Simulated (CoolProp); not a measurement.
Vapour-liquid equilibrium of n-octane (1) + ethylbenzene (2) at 8.02 bar; x and y are mole fractions of (1).

Model: multi-fluid Helmholtz-energy mixture model, Beckmüller 2019 and Zhou 2012; pair parameters Bell 2016, in CoolProp.

```tsv
x	bubble temperature, mixture model (K)	bubble temperature, Raoult's law (K)	y, mixture model	y, Raoult's law
0.05	506.6	507.1	0.066	0.062
0.15	504.3	505.6	0.187	0.182
0.25	502.2	504.1	0.298	0.296
0.35	…	502.6	…	0.405
0.45	499.0	501.2	…	0.508
0.55	…	499.8	0.590	0.607
0.65	496.6	498.5	0.681	0.701
0.75	495.7	497.2	0.771	0.791
0.85	494.9	495.9	0.861	0.878
0.95	494.3	494.6	0.953	0.960
```

### Question
What belongs in the gaps?

### Answer

- 0.35, bubble temperature, mixture model (K): 500.5
- 0.35, y, mixture model: 0.400
- 0.45, y, mixture model: 0.497
- 0.55, bubble temperature, mixture model (K): 497.7

The largest gap from Raoult's law is -2.2 K in bubble temperature, at x = 0.45. No azeotrope shows between x = 0.05 and 0.95.

The pair parameters rest on a limited set of measurements; away from them the model extrapolates.
